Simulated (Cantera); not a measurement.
# Equilibrium for nitride etching: BN + Cl₂

Input: 1 mol BN, 1.7 mol Cl₂, held at 120 Pa.

Equilibrium computed with Cantera from the NASA thermochemical tables; the gas is ideal and each condensed phase is pure. Candidate condensed phases: B, BN; 10 gas species. The tables' values for BCl₂, BCl are old estimates; treat these amounts as uncertain. Rates play no part.

From 1300 K to 1700 K nothing is condensed. The main B-bearing gas is BCl₃ throughout.

| T (K) | x BCl₃ | x N₂ | x Cl | x Cl₂ | x BCl₂ | x BCl |
|---|---|---|---|---|---|---|
| 1300 | 0.561 | 0.281 | 0.0921 | 0.0662 | 4.68e-7 | 3.59e-11 |
| 1350 | 0.552 | 0.276 | 0.122 | 0.0493 | 1.60e-6 | 3.02e-10 |
| 1400 | 0.544 | 0.272 | 0.150 | 0.0336 | 5.29e-6 | 2.43e-9 |
| 1450 | 0.537 | 0.269 | 0.173 | 0.0211 | 1.70e-5 | 1.90e-8 |
| 1500 | 0.533 | 0.266 | 0.188 | 0.0125 | 5.31e-5 | 1.41e-7 |
| 1550 | 0.530 | 0.265 | 0.198 | 0.00717 | 0.000159 | 9.85e-7 |
| 1600 | 0.528 | 0.264 | 0.204 | 0.00412 | 0.000453 | 6.31e-6 |
| 1650 | 0.526 | 0.263 | 0.207 | 0.00240 | 0.00122 | 3.67e-5 |
| 1700 | 0.522 | 0.263 | 0.211 | 0.00144 | 0.00309 | 0.000192 |
x: gas mole fraction; nothing condenses.
